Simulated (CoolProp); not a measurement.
m-xylene at 298.15 K and 0.575 MPa flows at 2.9 m/s in a round tube of 100 mm bore and 0.25 µm roughness, fully developed (64/Re and Nu = 3.66 if laminar; Colebrook and Gnielinski if turbulent). Each further row changes one setting.

Computed with CoolProp (reference Helmholtz-energy equation of state, Zhou 2012).

```json
[
 {"case": "as stated", "Reynolds number": "427000", "Darcy friction factor": "[?]", "pressure drop (Pa/m)": "[?]", "heat-transfer coefficient (W/(m² K))": "2870", "mass flow (kg/h)": "[?]"},
 {"case": "velocity 5.8 m/s", "Reynolds number": "854000", "Darcy friction factor": "0.0120", "pressure drop (Pa/m)": "[?]", "heat-transfer coefficient (W/(m² K))": "5280", "mass flow (kg/h)": "[?]"},
 {"case": "diameter 200 mm", "Reynolds number": "854000", "Darcy friction factor": "0.0120", "pressure drop (Pa/m)": "[?]", "heat-transfer coefficient (W/(m² K))": "2640", "mass flow (kg/h)": "[?]"}
]
```

Task: Fill in the missing entries.

Result: 
- as stated, Darcy friction factor: 0.0136
- as stated, pressure drop (Pa/m): 491
- as stated, mass flow (kg/h): 70500
- velocity 5.8 m/s, pressure drop (Pa/m): 1740
- velocity 5.8 m/s, mass flow (kg/h): 141000
- diameter 200 mm, pressure drop (Pa/m): 217
- diameter 200 mm, mass flow (kg/h): 282000

Viscosity comes from a separate model (Cao 2016). Thermal conductivity comes from a separate model (Mylona 2014).
